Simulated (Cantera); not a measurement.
# Equilibrium for iron carbonyl, mercury and lead vapours: Pb + CO + H2

A closed system holds: 1 mol Pb, 0.36 mol CO, 62 mol H2, equilibrated at 20.3 Torr.

Equilibrium computed with Cantera from the NASA thermochemical tables; the gas is ideal and each condensed phase is pure. Candidate condensed phases: C, C6H6, C7H8, C8H18, H2O, Pb, PbO, PbO2, Pb3O4; 113 gas species. Rates play no part.

```csv
T (K),log p H2,log p Pb,log p CO,log p CH4,log p H2O,n Pb(l)
823,-1.57,-6.87,-4.31,-3.97,-3.97,1.000
898,-1.57,-5.89,-3.94,-4.37,-4.38,0.997
973,-1.57,-5.06,-3.85,-4.83,-4.83,0.980
1048,-1.57,-4.35,-3.82,-5.25,-5.25,0.897
1123,-1.57,-3.74,-3.82,-5.62,-5.63,0.575
1198,-1.58,-3.37,-3.82,-5.96,-5.96,0
1273,-1.58,-3.37,-3.82,-6.25,-6.25,0
1348,-1.58,-3.37,-3.82,-6.51,-6.51,0
1423,-1.58,-3.37,-3.81,-6.74,-6.74,0
1498,-1.58,-3.37,-3.81,-6.95,-6.94,0
1573,-1.58,-3.37,-3.81,-7.14,-7.12,0
```
log p: log10 of the partial pressure in bar; n: condensed amount in mol.

From 823 K to 1123 K the condensed part is Pb(l). From 1198 K to 1573 K nothing is condensed. The main Pb-bearing gas is Pb throughout.
